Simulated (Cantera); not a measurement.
A closed system holds: 1 mol AlN, 0.016 mol Cl2, held at 58.0 mbar.

Equilibrium computed with Cantera from the NASA thermochemical tables; the gas is ideal and each condensed phase is pure. Candidate condensed phases: Al, AlCl3, AlN; 11 gas species. The tables' values for AlCl2 are old estimates; treat these amounts as uncertain. Kinetics and transport are ignored. All values below are at 1173 K.

Base state: AlCl3 0.666, N2 0.333, Al2Cl6 0.000340, AlCl2 0.000205 (mole fractions); condensed: AlN(s).

Question: What changes in the equilibrium state with this change: pressure from 58.0 mbar to 1.00 bar?

Answer: 
| species | before | after |
|---|---|---|
| AlCl3 | 0.666 | 0.659 |
| N2 | 0.333 | 0.335 |
| Al2Cl6 | 0.000340 | 0.00575 |
| AlCl2 | 0.000205 | 4.89e-5 |
| AlN(s), mol | 0.989 | 0.989 |
